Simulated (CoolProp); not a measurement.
n-decane at several states: fugacity coefficient from the reference equation and from simpler models built on Tc = 617.7 K, pc = 2.101 MPa, ω = 0.488; each cubic takes its own stable root.

Values from CoolProp's reference Helmholtz-energy equation of state, Lemmon 2006. It is a short technical equation, of lower accuracy than the large ones.

```csv
T (K),p (MPa),phase,reference,van der Waals,Soave-Redlich-Kwong
520.8,4.23,liquid,0.1210,0.2671,0.1312
449.5,0.489,liquid,0.2106,0.8541,0.2148
555.8,0.372,gas,0.9059,0.9326,0.9125
448.7,1.42,liquid,0.07547,0.3369,0.07780
465.4,0.105,gas,0.9470,0.9712,0.9553
```

At some of these states van der Waals gives the other phase, because its saturation line lies elsewhere.
